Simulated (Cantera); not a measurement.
Charge: 1 mol B₂O₃, 0.31 mol NH₃, 120 mol H₂, held at 1823.15 K and 0.00133 bar.

Equilibrium computed with Cantera from the NASA thermochemical tables; the gas is ideal and each condensed phase is pure. Candidate condensed phases: B, BN, B₂O₃, B₃O₃H₃, H₂O; 39 gas species. The numbers say what is thermodynamically allowed, not how fast it happens.

Base state: H₂ 0.970, H 0.0117, HBO 0.00720, HBO₂ 0.00515, H₂O 0.00197, BO 0.00151, N₂ 0.00127, B₂O₃ 0.00104 (mole fractions); condensed: gas only.

Task: What changes in the equilibrium state with this change: temperature from 1823.15 K to 873.15 K?

Result: 
| species | before | after |
|---|---|---|
| H₂ | 0.970 | 0.999 |
| N₂ | 0.00127 | 0.00125 |
| H₂O | 0.00197 | 0.000119 |
| H | 0.0117 | 1.29e-9 |
| HBO | 0.00720 | 1.98e-9 |
| HBO₂ | 0.00515 | 3.65e-7 |
| BO | 0.00151 | <1e-9 |
| B₂O₃ | 0.00104 | <1e-9 |
| B₂O₂ | 0.000195 | <1e-9 |
| BN(s), mol | 0 | 0.00958 |
| B₂O₃(l), mol | 0 | 0.995 |

Task: What changes in the equilibrium state with this change: temperature from 1823.15 K to 1950 K?

Result: 
```
species    before     after
-------  --------  --------
H₂          0.970     0.950
H          0.0117    0.0306
HBO       0.00720   0.00676
BO        0.00151   0.00332
BO₂       5.25e-6   1.58e-5
B₂O₃      0.00104  0.000660
H₂O       0.00197   0.00292
B₂O₂     0.000195  0.000141
HBO₂      0.00515   0.00447
```
